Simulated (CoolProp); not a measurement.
Properties of 1,2-dichloroethane along the isobar 10700 kPa (Tc = 561.6 K, pc = 5226 kPa, ω = 0.269).

The numbers come from the reference Helmholtz-energy equation of state, Thol 2015 in CoolProp.

```
T (K)   phase       Z  cv (kJ/(kg K))  speed of sound (m/s)  Joule-Thomson coefficient (K/MPa)  expansivity (1/kK)
-----  ------  ------  --------------  --------------------  ---------------------------------  ------------------
352    liquid  0.3068             [?]                  1047                            -0.3546               1.250
373.2  liquid  0.2974          0.9351                 972.1                                [?]               1.331
394.3  liquid  0.2898          0.9480                 898.1                            -0.2823               1.427
415.5  liquid  0.2838          0.9628                   [?]                            -0.2353               1.540
436.6  liquid  0.2794             [?]                 753.3                            -0.1788               1.671
457.7  liquid  0.2765          0.9984                 683.5                            -0.1092               1.829
478.9  liquid  0.2753           1.019                 615.2                           -0.02014               2.026
500    liquid  0.2759           1.042                 548.6                            0.09818               2.284
```

Problem. Complete the blanks.

Solution. 
- 352, cv (kJ/(kg K)): 0.9239
- 373.2, Joule-Thomson coefficient (K/MPa): -0.3215
- 415.5, speed of sound (m/s): 824.8
- 436.6, cv (kJ/(kg K)): 0.9796
